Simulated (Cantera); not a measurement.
**Equilibrium for calcination and drying: Ca(OH)2 + H2 + CO2**

Input: 1 mol Ca(OH)2, a varied amount of H2, 2 mol CO2, equilibrated at 1400 K and 1 atm.

Equilibrium computed with Cantera from the NASA thermochemical tables; the gas is ideal and each condensed phase is pure. Candidate condensed phases: C, C6H6, C7H8, C8H18, Ca, CaCO3, CaO, Ca(OH)2, H2O; 115 gas species. Rates play no part.

From 1.2 mol H2 to 8.9 mol H2 the condensed part is CaO(s). The main Ca-bearing gas is Ca(OH)2 throughout.

```json
[
 {"n(H2) (mol)": "1.2", "x H2": "0.111", "x H2O": "0.413", "x CO2": "0.301", "x CO": "0.175", "x H": "1.61e-6", "n CaO(s)": "1.00"},
 {"n(H2) (mol)": "1.9", "x H2": "0.185", "x H2O": "0.407", "x CO2": "0.205", "x CO": "0.203", "x H": "2.08e-6", "n CaO(s)": "1.00"},
 {"n(H2) (mol)": "2.6", "x H2": "0.255", "x H2O": "0.388", "x CO2": "0.147", "x CO": "0.210", "x H": "2.44e-6", "n CaO(s)": "1.00"},
 {"n(H2) (mol)": "3.3", "x H2": "0.317", "x H2O": "0.366", "x CO2": "0.110", "x CO": "0.207", "x H": "2.72e-6", "n CaO(s)": "1.00"},
 {"n(H2) (mol)": "4", "x H2": "0.371", "x H2O": "0.343", "x CO2": "0.0854", "x CO": "0.200", "x H": "2.94e-6", "n CaO(s)": "1.00"},
 {"n(H2) (mol)": "4.7", "x H2": "0.419", "x H2O": "0.322", "x CO2": "0.0679", "x CO": "0.192", "x H": "3.13e-6", "n CaO(s)": "1.00"},
 {"n(H2) (mol)": "5.4", "x H2": "0.460", "x H2O": "0.302", "x CO2": "0.0553", "x CO": "0.183", "x H": "3.28e-6", "n CaO(s)": "1.00"},
 {"n(H2) (mol)": "6.1", "x H2": "0.496", "x H2O": "0.284", "x CO2": "0.0458", "x CO": "0.174", "x H": "3.40e-6", "n CaO(s)": "1.00"},
 {"n(H2) (mol)": "6.8", "x H2": "0.528", "x H2O": "0.268", "x CO2": "0.0386", "x CO": "0.165", "x H": "3.51e-6", "n CaO(s)": "1.00"},
 {"n(H2) (mol)": "7.5", "x H2": "0.557", "x H2O": "0.253", "x CO2": "0.0329", "x CO": "0.158", "x H": "3.61e-6", "n CaO(s)": "1.00"},
 {"n(H2) (mol)": "8.2", "x H2": "0.582", "x H2O": "0.239", "x CO2": "0.0284", "x CO": "0.150", "x H": "3.69e-6", "n CaO(s)": "1.00"},
 {"n(H2) (mol)": "8.9", "x H2": "0.605", "x H2O": "0.227", "x CO2": "0.0248", "x CO": "0.143", "x H": "3.76e-6", "n CaO(s)": "1.00"}
]
```
x: gas mole fraction; n: condensed amount in mol.
